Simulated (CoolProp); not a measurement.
Carbon dioxide at 293.15 K and 1.26 MPa is compressed adiabatically to 6.42 MPa with isentropic efficiency 0.8. Each further row changes one setting.

Model: reference Helmholtz-energy equation of state, Span 1996, in CoolProp.

| case | work (kJ/kg) | final temperature (K) | final density (kg/m³) |
|---|---|---|---|
| as stated | 125 | 445.7 | 82.3 |
| efficiency 1 | 100 | 423.3 | 88.4 |
| efficiency 0.65 | 154 | 471.7 | 76.4 |
